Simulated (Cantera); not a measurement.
Input: 1 mol V, a varied amount of H2O, held at 1330 Pa.

Points: T (K) = 1523, 1573, 1623, 1673, 1723, 1773, 1823, 1873, 1923, 1973, 2023, 2073, 2123, 2173; n(H2O) (mol) = 0.059, 0.085, 0.12, 0.18, 0.26, 0.39, 0.56, 0.82, 1.2, 1.7, 2.5, 3.7.

Cantera's Mixture.equilibrate('TP', solver="vcs", rtol=1e-11, max_steps=5000) on the NASA tables stopped like this:

```
*******************************************************************************
CanteraError thrown by VCS_SOLVE::solve_tp_inner:
vcs_solve_TP: ERROR on step change wt[13:V2O3(s)]: -1.3877787807814457e-17 < 0.0
*******************************************************************************
```

Question: What got this run through?

Answer: One answer among several that fit: The failure is numerical, not chemical. The same input converged with solver="gibbs", rtol=1e-10, max_steps=50000, and the result passed a check of the equilibrium conditions:
```
   1523      0.059  V(cr) + VO(s)
   1523      0.085  V(cr) + VO(s)
   1523       0.12  V(cr) + VO(s)
   1523       0.18  V(cr) + VO(s)
   1523       0.26  V(cr) + VO(s)
   1523       0.39  V(cr) + VO(s)
   1523       0.56  V(cr) + VO(s)
   1523       0.82  V(cr) + VO(s)
   1523        1.2  VO(s) + V2O3(s)
   1523        1.7  V2O3(s)
   1523        2.5  V2O3(s)
   1523        3.7  V2O3(s)
   1573      0.059  V(cr) + VO(s)
   1573      0.085  V(cr) + VO(s)
   1573       0.12  V(cr) + VO(s)
   1573       0.18  V(cr) + VO(s)
   1573       0.26  V(cr) + VO(s)
   1573       0.39  V(cr) + VO(s)
   1573       0.56  V(cr) + VO(s)
   1573       0.82  V(cr) + VO(s)
   1573        1.2  VO(s) + V2O3(s)
   1573        1.7  V2O3(s)
   1573        2.5  V2O3(s)
   1573        3.7  V2O3(s)
   1623      0.059  V(cr) + VO(s)
   1623      0.085  V(cr) + VO(s)
   1623       0.12  V(cr) + VO(s)
   1623       0.18  V(cr) + VO(s)
   1623       0.26  V(cr) + VO(s)
   1623       0.39  V(cr) + VO(s)
   1623       0.56  V(cr) + VO(s)
   1623       0.82  V(cr) + VO(s)
   1623        1.2  VO(s) + V2O3(s)
   1623        1.7  V2O3(s)
   1623        2.5  V2O3(s)
   1623        3.7  V2O3(s)
   1673      0.059  V(cr) + VO(s)
   1673      0.085  V(cr) + VO(s)
   1673       0.12  V(cr) + VO(s)
   1673       0.18  V(cr) + VO(s)
   1673       0.26  V(cr) + VO(s)
   1673       0.39  V(cr) + VO(s)
   1673       0.56  V(cr) + VO(s)
   1673       0.82  V(cr) + VO(s)
   1673        1.2  VO(s) + V2O3(s)
   1673        1.7  V2O3(s)
   1673        2.5  V2O3(s)
   1673        3.7  V2O3(s)
   1723      0.059  V(cr) + VO(s)
   1723      0.085  V(cr) + VO(s)
   1723       0.12  V(cr) + VO(s)
   1723       0.18  V(cr) + VO(s)
   1723       0.26  V(cr) + VO(s)
   1723       0.39  V(cr) + VO(s)
   1723       0.56  V(cr) + VO(s)
   1723       0.82  V(cr) + VO(s)
   1723        1.2  VO(s) + V2O3(s)
   1723        1.7  V2O3(s)
   1723        2.5  V2O3(s)
   1723        3.7  V2O3(s)
   1773      0.059  V(cr) + VO(s)
   1773      0.085  V(cr) + VO(s)
   1773       0.12  V(cr) + VO(s)
   1773       0.18  V(cr) + VO(s)
   1773       0.26  V(cr) + VO(s)
   1773       0.39  V(cr) + VO(s)
   1773       0.56  V(cr) + VO(s)
   1773       0.82  V(cr) + VO(s)
   1773        1.2  VO(s) + V2O3(s)
   1773        1.7  V2O3(s)
   1773        2.5  V2O3(s)
   1773        3.7  V2O3(s)
   1823      0.059  V(cr) + VO(s)
   1823      0.085  V(cr) + VO(s)
   1823       0.12  V(cr) + VO(s)
   1823       0.18  V(cr) + VO(s)
   1823       0.26  V(cr) + VO(s)
   1823       0.39  V(cr) + VO(s)
   1823       0.56  V(cr) + VO(s)
   1823       0.82  V(cr) + VO(s)
   1823        1.2  VO(s) + V2O3(s)
   1823        1.7  V2O3(s)
   1823        2.5  V2O3(s)
   1823        3.7  V2O3(s)
   1873      0.059  V(cr) + VO(s)
   1873      0.085  V(cr) + VO(s)
   1873       0.12  V(cr) + VO(s)
   1873       0.18  V(cr) + VO(s)
   1873       0.26  V(cr) + VO(s)
   1873       0.39  V(cr) + VO(s)
   1873       0.56  V(cr) + VO(s)
   1873       0.82  V(cr) + VO(s)
   1873        1.2  VO(s) + V2O3(s)
   1873        1.7  V2O3(s)
   1873        2.5  V2O3(s)
   1873        3.7  V2O3(s)
   1923      0.059  V(cr) + VO(s)
   1923      0.085  V(cr) + VO(s)
   1923       0.12  V(cr) + VO(s)
   1923       0.18  V(cr) + VO(s)
   1923       0.26  V(cr) + VO(s)
   1923       0.39  V(cr) + VO(s)
   1923       0.56  V(cr) + VO(s)
   1923       0.82  V(cr) + VO(s)
   1923        1.2  VO(s) + V2O3(s)
   1923        1.7  V2O3(s)
   1923        2.5  V2O3(s)
   1923        3.7  V2O3(s)
   1973      0.059  V(cr) + VO(s)
   1973      0.085  V(cr) + VO(s)
   1973       0.12  V(cr) + VO(s)
   1973       0.18  V(cr) + VO(s)
   1973       0.26  V(cr) + VO(s)
   1973       0.39  V(cr) + VO(s)
   1973       0.56  V(cr) + VO(s)
   1973       0.82  V(cr) + VO(s)
   1973        1.2  VO(s) + V2O3(s)
   1973        1.7  V2O3(s)
   1973        2.5  V2O3(s)
   1973        3.7  V2O3(s)
   2023      0.059  V(cr) + VO(s)
   2023      0.085  V(cr) + VO(s)
   2023       0.12  V(cr) + VO(s)
   2023       0.18  V(cr) + VO(s)
   2023       0.26  V(cr) + VO(s)
   2023       0.39  V(cr) + VO(s)
   2023       0.56  V(cr) + VO(s)
   2023       0.82  V(cr) + VO(s)
   2023        1.2  VO(s) + V2O3(s)
   2023        1.7  V2O3(s)
   2023        2.5  V2O3(s)
   2023        3.7  V2O3(s)
   2073      0.059  V(cr) + VO(L)
   2073      0.085  V(cr) + VO(L)
   2073       0.12  V(cr) + VO(L)
   2073       0.18  V(cr) + VO(L)
   2073       0.26  V(cr) + VO(L)
   2073       0.39  V(cr) + VO(L)
   2073       0.56  V(cr) + VO(L)
   2073       0.82  V(cr) + VO(L)
   2073        1.2  VO(L) + V2O3(s)
   2073        1.7  V2O3(s)
   2073        2.5  V2O3(s)
   2073        3.7  V2O3(s)
   2123      0.059  V(cr) + VO(L)
   2123      0.085  V(cr) + VO(L)
   2123       0.12  V(cr) + VO(L)
   2123       0.18  V(cr) + VO(L)
   2123       0.26  V(cr) + VO(L)
   2123       0.39  V(cr) + VO(L)
   2123       0.56  V(cr) + VO(L)
   2123       0.82  V(cr) + VO(L)
   2123        1.2  VO(L
```

The gas is ideal and each condensed phase is pure. Mutual solubility and eutectic melting of coexisting phases are not modelled. VO: taken at fixed stoichiometry. Condensed phases not in the tables: the oxides between V2O3 and V2O5 other than VO2, N, O or C dissolved in the metal.
